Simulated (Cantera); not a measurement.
Catalytic stagnation flow on Pt

A jet of CH₄ : O₂ : N₂ = 0.074 : 0.17 : 0.79 (molar parts), equivalence ratio 0.87 at 300 K and 0.0350 bar hits a platinum plate 6.2 cm away at a mass flux of 0.082 kg/m²/s; the plate temperature is set and raised in steps from an oxygen-covered start.

Cantera simulation using Deutschmann's 1995 Pt surface mechanism with GRI-Mech 3.0 gas chemistry; the numbers are that mechanism's predictions, not measurements. Catalytic surfaces can have several steady states; this one follows from the mechanism file's or the stated starting coverage.

```json
[
 {"plate T (K)": "950", "wall x CH₄": "0.0455", "wall x O₂": "0.108", "wall x H₂O": "0.0490", "wall x OH": "1.63e-7", "wall x CO": "2.77e-5", "wall x CO₂": "0.0324", "θ free Pt": "0.330", "θ O*": "0.669", "θ OH*": "0.00106"},
 {"plate T (K)": "1000", "wall x CH₄": "0.0368", "wall x O₂": "0.0895", "wall x H₂O": "0.0651", "wall x OH": "4.59e-7", "wall x CO": "3.14e-5", "wall x CO₂": "0.0432", "θ free Pt": "0.415", "θ O*": "0.584", "θ OH*": "0.00107"},
 {"plate T (K)": "1050", "wall x CH₄": "0.0297", "wall x O₂": "0.0745", "wall x H₂O": "0.0780", "wall x OH": "1.13e-6", "wall x CO": "3.53e-5", "wall x CO₂": "0.0519", "θ free Pt": "0.500", "θ O*": "0.499", "θ OH*": "0.00100"},
 {"plate T (K)": "1100", "wall x CH₄": "0.0244", "wall x O₂": "0.0635", "wall x H₂O": "0.0875", "wall x OH": "2.47e-6", "wall x CO": "4.03e-5", "wall x CO₂": "0.0584", "θ free Pt": "0.579", "θ O*": "0.420", "θ OH*": "0.000900"},
 {"plate T (K)": "1150", "wall x CH₄": "0.0206", "wall x O₂": "0.0555", "wall x H₂O": "0.0943", "wall x OH": "4.91e-6", "wall x CO": "4.70e-5", "wall x CO₂": "0.0630", "θ free Pt": "0.652", "θ O*": "0.347", "θ OH*": "0.000784"},
 {"plate T (K)": "1200", "wall x CH₄": "0.0179", "wall x O₂": "0.0499", "wall x H₂O": "0.0990", "wall x OH": "9.06e-6", "wall x CO": "5.64e-5", "wall x CO₂": "0.0662", "θ free Pt": "0.717", "θ O*": "0.282", "θ OH*": "0.000668"},
 {"plate T (K)": "1250", "wall x CH₄": "0.0160", "wall x O₂": "0.0461", "wall x H₂O": "0.102", "wall x OH": "1.57e-5", "wall x CO": "6.95e-5", "wall x CO₂": "0.0684", "θ free Pt": "0.772", "θ O*": "0.227", "θ OH*": "0.000561"},
 {"plate T (K)": "1300", "wall x CH₄": "0.0148", "wall x O₂": "0.0443", "wall x H₂O": "0.104", "wall x OH": "2.57e-5", "wall x CO": "8.86e-5", "wall x CO₂": "0.0691", "θ free Pt": "0.818", "θ O*": "0.181", "θ OH*": "0.000467"}
]
```
x: mole fraction at the wall; θ: surface coverage.
